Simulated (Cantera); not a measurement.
An isothermal, constant-pressure homogeneous reactor starts with CO : O₂ : H₂O : N₂ = 0.015 : 0.0026 : 0.00031 : 1 (molar parts), at 1325 K and 2330 Torr.

Cantera simulation using GRI-Mech 3.0 (53 species, 325 reactions); the numbers are that mechanism's predictions, not measurements.

x: mole fraction; the columns are a selection and need not sum to one.

| t (s) | x CO | x O₂ | x H₂O | x H₂ | x N₂O |
|---|---|---|---|---|---|
| 5.00e-6 | 0.0147 | 0.00255 | 0.000305 | <1e-12 | <1e-12 |
| 2.19e-5 | 0.0147 | 0.00255 | 0.000305 | <1e-12 | <1e-12 |
| 9.62e-5 | 0.0147 | 0.00255 | 0.000305 | <1e-12 | <1e-12 |
| 0.000422 | 0.0147 | 0.00255 | 0.000305 | 5.85e-11 | 1.83e-11 |
| 0.00185 | 0.0147 | 0.00255 | 0.000304 | 8.41e-9 | 9.55e-10 |
| 0.00811 | … | … | … | … | … |
| 0.0356 | 0.00950 | … | 0.000146 | 0.000150 | … |
| 0.156 | 0.00950 | 4.29e-10 | 0.000152 | 0.000152 | 1.50e-8 |
| 0.684 | 0.00950 | 2.33e-11 | 0.000154 | 0.000151 | 8.50e-9 |
| 3.00 | 0.00950 | 2.30e-12 | 0.000155 | 0.000150 | 1.17e-9 |

Task: What belongs in the gaps?

Result: 
- 0.00811, x CO: 0.0107
- 0.00811, x O₂: 0.000505
- 0.00811, x H₂O: 0.000192
- 0.00811, x H₂: 2.76e-5
- 0.00811, x N₂O: 9.47e-7
- 0.0356, x O₂: 1.71e-8
- 0.0356, x N₂O: 4.36e-9
